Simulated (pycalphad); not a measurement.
An equivalent pycalphad script:

```python
from pycalphad import Database, equilibrium, calculate, variables as v
import numpy as np
db = Database('COST507.tdb')
comps = ['SI', 'CU', 'VA']
phases = ['BCC_A2', 'CU19SI6_ETA', 'CU33SI7_DELTA', 'CU4SI_EPSILON', 'CU56SI11_GAMMA', 'DIAMOND_A4', 'FCC_A1', 'HCP_A3', 'LIQUID']
eq = equilibrium(db, comps, phases, {v.X('CU'): 0.0375, v.T: np.arange(1850, 499, -25), v.P: 101325, v.N: 1}, output=['HM', 'SM'])
```

Computed with pycalphad from the COST 507 light-alloy database (1999), at 1 atm. These are 1990s assessments: newer ones move some temperatures and phases. Amounts are mole fractions of atoms. Diffusion is slow at the low end, where real alloys seldom reach equilibrium.

Results at three of the temperatures:

```
T = 1575.00 K, P = 101325 Pa, N = 1 mol of atoms
G = -63702 J/mol, H = 41063 J/mol, S = 66.52 J/(mol K)  (SER reference)
chemical potentials (J/mol): Si -61399, Cu -122812
phase             fraction      x(Si)      x(Cu)
DIAMOND_A4          0.7981     1.0000       none
LIQUID              0.2019     0.8142     0.1858
```

```
T = 875.00 K, P = 101325 Pa, N = 1 mol of atoms
G = -25394 J/mol, H = 13866 J/mol, S = 44.87 J/(mol K)  (SER reference)
chemical potentials (J/mol): Si -24679, Cu -43729
phase             fraction      x(Si)      x(Cu)
DIAMOND_A4          0.9507     1.0000       none
CU19SI6_ETA         0.0493     0.2400     0.7600
```

```
T = 575.00 K, P = 101325 Pa, N = 1 mol of atoms
G = -13413 J/mol, H = 6364 J/mol, S = 34.39 J/(mol K)  (SER reference)
chemical potentials (J/mol): Si -12999, Cu -24034
phase             fraction      x(Si)      x(Cu)
DIAMOND_A4          0.9507     1.0000       none
CU19SI6_ETA         0.0493     0.2400     0.7600
```

Changes of the phase set, refined by bisection:

```csv
T (K),phases above,phases below
1668.1,liquid,diamond (Si) + liquid
1073.7,diamond (Si) + liquid,CU19SI6_ETA + diamond (Si)
```

Database names, with the compositions (at.%) that they take in these runs: CU19SI6_ETA: Cu 76 Si 24. DIAMOND_A4 is diamond (Si). An entry "none" or "no" means that the model of the phase leaves that element out. The hcp model here describes the intermediate κ phase of Cu-Si.
